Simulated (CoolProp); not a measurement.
Properties of sulfur dioxide along the isotherm 525 K (Tc = 430.6 K, pc = 78.87 bar, ω = 0.256).

The numbers come from the reference Helmholtz-energy equation of state, Gao 2016 in CoolProp.

```json
[
 {"p (bar)": "4.38", "phase": "gas", "cp (kJ/(kg K))": "0.7471", "Joule-Thomson coefficient (K/MPa)": "7.531"},
 {"p (bar)": "8.76", "phase": "gas", "cp (kJ/(kg K))": "0.7575", "Joule-Thomson coefficient (K/MPa)": "7.522"},
 {"p (bar)": "13.1", "phase": "gas", "cp (kJ/(kg K))": "0.7682", "Joule-Thomson coefficient (K/MPa)": "7.511"},
 {"p (bar)": "17.5", "phase": "gas", "cp (kJ/(kg K))": "0.7795", "Joule-Thomson coefficient (K/MPa)": "7.498"},
 {"p (bar)": "21.9", "phase": "gas", "cp (kJ/(kg K))": "0.7914", "Joule-Thomson coefficient (K/MPa)": "7.482"},
 {"p (bar)": "26.3", "phase": "gas", "cp (kJ/(kg K))": "0.8039", "Joule-Thomson coefficient (K/MPa)": "7.464"},
 {"p (bar)": "30.7", "phase": "gas", "cp (kJ/(kg K))": "0.8170", "Joule-Thomson coefficient (K/MPa)": "7.444"},
 {"p (bar)": "35.1", "phase": "gas", "cp (kJ/(kg K))": "0.8308", "Joule-Thomson coefficient (K/MPa)": "7.421"},
 {"p (bar)": "39.4", "phase": "gas", "cp (kJ/(kg K))": "0.8449", "Joule-Thomson coefficient (K/MPa)": "7.396"}
]
```
